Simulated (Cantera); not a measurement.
# Ignition delay

Mixture: 7.86 % CH₄, 15.7 % O₂, 59.1 % N₂, 17.3 % CO₂, equivalence ratio 1.0, at 0.820 bar, adiabatic and at constant volume. Ignition delay is the time to a rise of 400 K.

Cantera simulation using GRI-Mech 3.0 (53 species, 325 reactions); the numbers are that mechanism's predictions, not measurements.

```tsv
T0 (K)	delay (ms)
1150	148
1225	49.9
1300	18.1
1375	7.05
1450	2.96
1525	1.35
1600	0.672
```

```yaml
apparent activation energy between 1450 and 1600 K: 190 kJ/mol
```
